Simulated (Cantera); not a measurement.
Cantera with NASA thermochemical tables; ideal gases at 1 bar, condensed phases pure. Values are per mole of reaction as written; species without (g) are pure solids or liquids, kept so even where they would boil at 1 bar. TaC: taken at fixed stoichiometry.

C3H8(g) + 5 TaC → 4 C2H2(g) + 5 Ta

```json
[
 {"T (K)": "475", "ΔH° (kJ)": "1743.6", "ΔS° (J/K)": "544.1", "ΔG° (kJ)": "1485.1", "log10 K": "-163.31"},
 {"T (K)": "500", "ΔH° (kJ)": "1744.0", "ΔS° (J/K)": "545.0", "ΔG° (kJ)": "1471.5", "log10 K": "-153.73"},
 {"T (K)": "525", "ΔH° (kJ)": "1744.4", "ΔS° (J/K)": "545.7", "ΔG° (kJ)": "1457.9", "log10 K": "-145.05"},
 {"T (K)": "550", "ΔH° (kJ)": "1744.7", "ΔS° (J/K)": "546.2", "ΔG° (kJ)": "1444.2", "log10 K": "-137.16"},
 {"T (K)": "575", "ΔH° (kJ)": "?", "ΔS° (J/K)": "?", "ΔG° (kJ)": "?", "log10 K": "?"},
 {"T (K)": "600", "ΔH° (kJ)": "1745.0", "ΔS° (J/K)": "546.8", "ΔG° (kJ)": "1416.9", "log10 K": "-123.35"},
 {"T (K)": "625", "ΔH° (kJ)": "?", "ΔS° (J/K)": "?", "ΔG° (kJ)": "?", "log10 K": "?"},
 {"T (K)": "650", "ΔH° (kJ)": "1745.1", "ΔS° (J/K)": "547.0", "ΔG° (kJ)": "1389.6", "log10 K": "-111.67"},
 {"T (K)": "675", "ΔH° (kJ)": "1745.1", "ΔS° (J/K)": "546.9", "ΔG° (kJ)": "1375.9", "log10 K": "-106.47"},
 {"T (K)": "700", "ΔH° (kJ)": "1745.0", "ΔS° (J/K)": "546.8", "ΔG° (kJ)": "1362.2", "log10 K": "-101.65"}
]
```

### Question
Fill in the missing entries.

### Answer

- 575, ΔH° (kJ): 1744.9
- 575, ΔS° (J/K): 546.6
- 575, ΔG° (kJ): 1430.6
- 575, log10 K: -129.96
- 625, ΔH° (kJ): 1745.1
- 625, ΔS° (J/K): 546.9
- 625, ΔG° (kJ): 1403.2
- 625, log10 K: -117.27
